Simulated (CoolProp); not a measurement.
Nitrous oxide along the isobar 3780 kPa: fugacity coefficient from the reference equation and from simpler models built on Tc = 309.5 K, pc = 7245 kPa, ω = 0.161; each cubic takes its own stable root.

Values from CoolProp's reference Helmholtz-energy equation of state, Lemmon 2006. It is a short technical equation, of lower accuracy than the large ones.

```tsv
T (K)	phase	reference
200.2	liquid	0.06455
214.8	liquid	0.1219
229.5	liquid	0.2084
244.1	liquid	0.3263
258.7	liquid	0.4764
273.3	liquid	0.6558
288	gas	0.7771
302.6	gas	0.8108
317.2	gas	0.8378
331.9	gas	0.8600
346.5	gas	0.8784
361.1	gas	0.8940
```

Problem. How far does each simpler model (van der Waals, Peng-Robinson) lie from the reference over these 12 states: mean and median of the absolute difference, and the worst?

Solution. 
- van der Waals: mean 62.6 %, median 12.8 %, worst +287.3 % at 200.2 K and 3780 kPa
- Peng-Robinson: mean 1.0 %, median 1.1 %, worst -1.6 % at 302.6 K and 3780 kPa

At some of these states van der Waals gives the other phase, because its saturation line lies elsewhere.
